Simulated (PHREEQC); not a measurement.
A solution holds 0.072 mol/kgw CdSO4 and 0.0018 mol/kgw CdCl2, at 25 °C. Closed to the air; pH follows from the charge balance.

Computed with PHREEQC (ion-association model, phreeqc.dat).

The ionic strength comes out as 0.141 mol/kgw. What activity coefficients do H+, Cd(SO4)2-2, Cd+2, SO4-2, CdOH+ get?

H+ 0.81, Cd(SO4)2-2 0.34, Cd+2 0.34, SO4-2 0.33, CdOH+ 0.76.

Precipitation was switched off in this run. Complexes and solids missing from the database can't appear.
